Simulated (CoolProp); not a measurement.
Computed with CoolProp (reference Helmholtz-energy equation of state, Zhou 2011).

Problem. For dimethyl carbonate, give the phase and the Joule-Thomson coefficient (K/MPa) at 461 K and 0.00776 MPa; 461 K and 0.0373 MPa; 461 K and 0.303 MPa.

Solution. 
- 461 K and 0.00776 MPa: gas; Joule-Thomson coefficient 11.0
- 461 K and 0.0373 MPa: gas; Joule-Thomson coefficient 11.0
- 461 K and 0.303 MPa: gas; Joule-Thomson coefficient 11.7
